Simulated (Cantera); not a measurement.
Cantera run, input and output.

```python
import numpy as np
import cantera as ct

gas = ct.Solution("gri30.yaml")


def delay(T, t_max=10):
    gas.TPX = T, 36000, {'CH3OH': 1, 'O2': 3.06, 'N2': 11.9}
    reactor = ct.IdealGasReactor(gas, clone=False)
    net = ct.ReactorNet([reactor])
    net.rtol, net.atol = 1e-8, 1e-16
    while net.time < t_max:
        t_old, T_old = net.time, reactor.T
        net.step()
        if reactor.T > T + 400:  # ignition: a rise of 400 K
            return t_old + (T + 400 - T_old) / (reactor.T - T_old) * (net.time - t_old)
    return np.nan


taus = []
for T in [1223, 1323, 1423, 1523, 1623, 1723, 1823]:
    taus.append(delay(T))
    print(f"T0 = {T:6g} K   tau = {taus[-1]:.4e} s")
```

It prints:

```
T0 =   1223 K   tau = 1.9275e-02 s
T0 =   1323 K   tau = 4.6628e-03 s
T0 =   1423 K   tau = 1.4545e-03 s
T0 =   1523 K   tau = 5.5839e-04 s
T0 =   1623 K   tau = 2.5077e-04 s
T0 =   1723 K   tau = 1.2614e-04 s
T0 =   1823 K   tau = 6.9177e-05 s
```

Detailed kinetics in Cantera: GRI-Mech 3.0 (53 species, 325 reactions). GRI-Mech 3.0 was tuned for natural gas; its chemistry of methanol as a main component is partial and can be far from experiment.
